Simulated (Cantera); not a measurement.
**Fluorocarbon and chlorocarbon gases: c-C₄F₈ + F₂**

Input: 1 mol c-C₄F₈, 0.033 mol F₂, equilibrated at 1350 °C and 1.33 mbar.

These are equilibrium values from Cantera (NASA tables, ideal gas, pure condensed phases), not measurements of a reactor. Candidate condensed phases: C; 13 gas species. The feed counts by its element totals alone. Gases not in the tables: C₂F₆ and larger saturated fluorocarbons. Rates play no part.

```
Property            Value
--------------  ---------
x(CF₄)              0.991
x(CF₂)            0.00636
x(F)              0.00194
x(CF₃)           0.000647
n(C(graphite))   1.98 mol
gas amount      2.026 mol
```
